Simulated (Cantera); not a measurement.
An isothermal plug-flow reactor at 950 K and 5.00 bar (inlet), inlet velocity 2.9 m/s, active area per volume 250 1/m; feed H2 : O2 : N2 = 0.012 : 0.19 : 0.79 (molar parts), equivalence ratio 0.032.

Detailed kinetics in Cantera: Deutschmann's 1995 Pt surface mechanism with GRI-Mech 3.0 gas chemistry. Catalytic surfaces can have several steady states; this one follows from the mechanism file's or the stated starting coverage. Mass transfer to the wall is taken as infinitely fast.

Q: What does this change do: temperature 950 to 800 K?

A: 
```csv
quantity,before,after
x(H2) at z = 0.044 m,3.33e-7,0.000356
x(O2) at z = 0.044 m,0.187,0.187
x(H2O) at z = 0.044 m,0.0122,0.0118
θ(free Pt) at the exit,0.0695,0.0153
θ(O*) at the exit,0.927,0.982
θ(OH*) at the exit,0.00339,0.00320
```
